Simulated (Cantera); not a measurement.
A closed system holds: 1 mol Si, 5.3 mol Cl2, 3.9 mol H2, held at 425 °C and 1000 Pa.

Equilibrium computed with Cantera from the NASA thermochemical tables; the gas is ideal and each condensed phase is pure. Candidate condensed phases: Si; 19 gas species. Equilibrium is a limit: real reactors are often held back by kinetics, nucleation or transport.

Base state: HCl 0.805, SiCl4 0.122, H2 0.0732 (mole fractions); condensed: gas only.

Question: What changes in the equilibrium state with this change: 0.57 mol H2O added?

Answer: 
```csv
species,before,after
HCl,0.805,0.855
SiCl4,0.122,0.0790
H2,0.0732,0.0663
"SiO2(α-quartz), mol",0,0.285
```
Further candidate phases: H2O, SiO2.
